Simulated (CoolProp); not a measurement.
Vapour-liquid equilibrium of o-xylene (1) + n-decane (2) at 0.0532 MPa; x and y are mole fractions of (1).

Model: multi-fluid Helmholtz-energy mixture model, Zhou 2012 and Lemmon 2006; pair parameters Bell 2016, in CoolProp.

Task: Give the bubble temperature and the first vapour's composition at x = 0.05, 0.35, 0.65. Is there an azeotrope?

Result: x = 0.05: 148.4 °C, y = 0.101; x = 0.35: 137.8 °C, y = 0.550; x = 0.65: 129.4 °C, y = 0.813. No azeotrope shows between x = 0.05 and 0.95.

The pair parameters rest on a limited set of measurements; away from them the model extrapolates.
